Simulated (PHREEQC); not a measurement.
Dissolve 1.3 mol/kgw HCl and 4.5 mol/kgw LiCl at 20 °C. Closed to the air; pH follows from the charge balance.

Model: Pitzer model, pitzer.dat, run in PHREEQC.

**Question.** The ionic strength comes out as 5.80 mol/kgw. What activity coefficients do Li+, H+, Cl- get?

**Answer.** Li+ 12, H+ 15, Cl- 0.60. Single-ion values are on the MacInnes scale.

This is a speciation only: nothing precipitates in the calculation. In brines, pH and single-ion activities rest on the MacInnes convention.
